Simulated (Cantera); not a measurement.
Cantera run, input and output.

```python
import numpy as np
import cantera as ct

gas = ct.Solution("gri30.yaml")
gas.TPX = 1073, 1333, {'H2': 0.36, 'O2': 1, 'N2': 0.3}
inlet = ct.Reservoir(gas, clone=True)

reactor = ct.IdealGasConstPressureReactor(gas, energy="off", clone=False)
exhaust = ct.Reservoir(gas, clone=True)
tau = [0.93, 0.26, 0.072, 0.02, 0.0056, 0.0016, 0.00044][0]
for a, b in ((inlet, reactor), (reactor, exhaust)):
    ct.MassFlowController(a, b, mdot=lambda t: reactor.mass / tau)
net = ct.ReactorNet([reactor])
show = ['H2', 'O2', 'NO', 'H2O', 'HO2']

rows = []
print(f"{'tau/s':>10s}{'T/K':>9s}" + "".join(f"{s:>11s}" for s in show))
for tau in [0.93, 0.26, 0.072, 0.02, 0.0056, 0.0016, 0.00044]:
    net.initial_time = 0.0
    net.advance(30 * tau)
    before = gas.X
    net.advance(40 * tau)
    drift = np.max(np.abs(gas.X - before) / (gas.X + 1e-9))
    rows.append([gas.T, *gas[show].X, drift])
    print(f"{tau:10.3e}{gas.T:9.1f}" + "".join(f"{x:11.3e}" for x in gas[show].X))
```

Output:

```
     tau/s      T/K         H2         O2         NO        H2O        HO2
 9.300e-01   1073.0  1.161e-03  5.522e-01  4.590e-08  2.406e-01  7.072e-06
 2.600e-01   1073.0  2.527e-03  5.502e-01  9.802e-08  2.373e-01  9.021e-06
 7.200e-02   1073.0  5.412e-03  5.457e-01  1.982e-07  2.292e-01  1.038e-05
 2.000e-02   1073.0  1.122e-02  5.367e-01  3.270e-07  2.103e-01  1.072e-05
 5.600e-03   1073.0  2.221e-02  5.252e-01  3.186e-07  1.761e-01  9.903e-06
 1.600e-03   1073.0  4.533e-02  5.248e-01  1.314e-07  1.356e-01  8.668e-06
 4.400e-04   1073.0  1.057e-01  5.497e-01  1.782e-08  8.095e-02  6.925e-06
```

Detailed kinetics in Cantera: GRI-Mech 3.0 (53 species, 325 reactions). Radical loss at walls, strong at low pressure, is not modelled. The temperature is held fixed by assumption; the heat of reaction is taken as removed at once.
